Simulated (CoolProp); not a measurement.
Ethylbenzene along the isotherm 132.05 °C: fugacity coefficient from the reference equation and from simpler models built on Tc = 344.0 °C, pc = 3.622 MPa, ω = 0.304; each cubic takes its own stable root.

Values from CoolProp's reference Helmholtz-energy equation of state, Zhou 2012.

| p (MPa) | phase | reference |
|---|---|---|
| 0.0286 | gas | 0.9876 |
| 0.0432 | gas | 0.9813 |
| 0.0652 | gas | 0.9718 |
| 0.0983 | liquid | 0.8858 |
| 0.148 | liquid | 0.5896 |
| 0.224 | liquid | 0.3908 |
| 0.338 | liquid | 0.2602 |
| 0.509 | liquid | 0.1740 |
| 0.768 | liquid | 0.1166 |
| 1.16 | liquid | 0.07842 |
| 1.75 | liquid | 0.05326 |
| 2.64 | liquid | 0.03662 |
| 3.98 | liquid | 0.02566 |
| 6 | liquid | 0.01848 |
| 9.06 | liquid | 0.01386 |

How far does each simpler model (van der Waals, Redlich-Kwong, Peng-Robinson) lie from the reference over these 15 states: mean and median of the absolute difference, and the worst?


- van der Waals: mean 278.5 %, median 411.0 %, worst +560.2 % at 132.05 °C and 9.06 MPa
- Redlich-Kwong: mean 70.5 %, median 95.5 %, worst +107.2 % at 132.05 °C and 9.06 MPa
- Peng-Robinson: mean 0.7 %, median 0.8 %, worst +0.8 % at 132.05 °C and 0.0983 MPa

At some of these states van der Waals, Redlich-Kwong gives the other phase, because its saturation line lies elsewhere.
